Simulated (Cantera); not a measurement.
A Cantera script and its output.

```python
import numpy as np
import cantera as ct

gas = ct.Solution("gri30.yaml", transport_model="multicomponent")
show = ['H2O', 'NH3', 'H2']

rows = []
print(f"{'T/K':>7s}{'rho':>11s}{'cp':>10s}{'mu':>11s}{'lambda':>11s}{'Pr':>7s}" + "".join(f"{'D_' + s:>11s}" for s in show))
for T in [400, 600, 800, 1000, 1200, 1400]:
    gas.TPX = T, 560000, {'O2': 0.93}
    Pr = gas.cp_mass * gas.viscosity / gas.thermal_conductivity
    D = [gas.mix_diff_coeffs_mole[gas.species_index(s)] for s in show]
    rows.append([gas.density, gas.cp_mass, gas.viscosity, gas.thermal_conductivity, Pr, *D])
    print(f"{T:7g}{gas.density:11.4e}{gas.cp_mass:10.1f}{gas.viscosity:11.4e}"
          f"{gas.thermal_conductivity:11.4e}{Pr:7.3f}" + "".join(f"{d:11.4e}" for d in D))
print("SI units: kg/m3, J/kg/K, Pa s, W/m/K, m2/s")
```

Output:

```
    T/K        rho        cp         mu     lambda     Pr      D_H2O      D_NH3       D_H2
    400 5.3879e+00     941.4 2.5629e-05 3.3889e-02  0.712 7.2271e-06 6.9724e-06 2.3827e-05
    600 3.5919e+00    1002.6 3.4077e-05 4.8102e-02  0.710 1.5423e-05 1.4700e-05 4.7051e-05
    800 2.6939e+00    1054.7 4.1353e-05 6.1465e-02  0.710 2.5889e-05 2.4502e-05 7.5970e-05
   1000 2.1551e+00    1090.2 4.7912e-05 7.3669e-02  0.709 3.8331e-05 3.6120e-05 1.1003e-04
   1200 1.7960e+00    1114.2 5.3973e-05 8.4884e-02  0.708 5.2557e-05 4.9385e-05 1.4886e-04
   1400 1.5394e+00    1134.2 5.9661e-05 9.5570e-02  0.708 6.8429e-05 6.4177e-05 1.9216e-04
SI units: kg/m3, J/kg/K, Pa s, W/m/K, m2/s
```

Computed with Cantera and GRI-Mech 3.0 (53 species, 325 reactions).
